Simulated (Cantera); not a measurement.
Cantera run, input and output.

```python
import numpy as np
import cantera as ct

gas = ct.Solution("gri30.yaml")


def delay(T, t_max=10):
    gas.TPX = T, 100000, {'H2': 1, 'O2': 0.676, 'N2': 2.03, 'NO': 0.01}
    reactor = ct.IdealGasReactor(gas, clone=False)
    net = ct.ReactorNet([reactor])
    net.rtol, net.atol = 1e-8, 1e-16
    while net.time < t_max:
        t_old, T_old = net.time, reactor.T
        net.step()
        if reactor.T > T + 400:  # ignition: a rise of 400 K
            return t_old + (T + 400 - T_old) / (reactor.T - T_old) * (net.time - t_old)
    return np.nan


taus = []
for T in [1325, 1400, 1475, 1550, 1625]:
    taus.append(delay(T))
    print(f"T0 = {T:6g} K   tau = {taus[-1]:.4e} s")

# d ln(tau) / d ln(k), from doubling and halving each rate constant
T, sens = 1325, []
for i in range(gas.n_reactions):
    gas.set_multiplier(2.0, i)
    up = delay(T)
    gas.set_multiplier(0.5, i)
    down = delay(T)
    gas.set_multiplier(1.0, i)
    sens.append((np.log(up / down) / np.log(4.0), gas.reaction(i).equation))
sens.sort(key=lambda x: -abs(x[0]))
print(f"sensitivities at {T} K")
for s, eq in sens[:10]:
    print(f"{s:8.3f}  {eq}")
```

It prints:

```
T0 =   1325 K   tau = 2.2311e-05 s
T0 =   1400 K   tau = 1.7451e-05 s
T0 =   1475 K   tau = 1.4406e-05 s
T0 =   1550 K   tau = 1.2507e-05 s
T0 =   1625 K   tau = 1.1380e-05 s
sensitivities at 1325 K
  -0.608  H + O2 <=> O + OH
  -0.173  H2 + O <=> H + OH
  -0.091  H2 + OH <=> H + H2O
  -0.057  H + HO2 <=> H2 + O2
  -0.036  H + O2 + H2O <=> HO2 + H2O
  -0.011  H + OH + M <=> H2O + M
  -0.007  H + HO2 <=> 2 OH
  -0.006  HO2 + NO <=> NO2 + OH
  -0.004  2 H + H2O <=> H2 + H2O
  -0.003  2 H + M <=> H2 + M
```

Cantera simulation using GRI-Mech 3.0 (53 species, 325 reactions); the numbers are that mechanism's predictions, not measurements. The mechanism lacks 2 NO + O2 → 2 NO2 and HONO, so NO2 and the effect of NO are under-described below about 1400 K. Where the delays flatten at high temperature, the 400 K rule measures the pace of heat release, not the induction time.
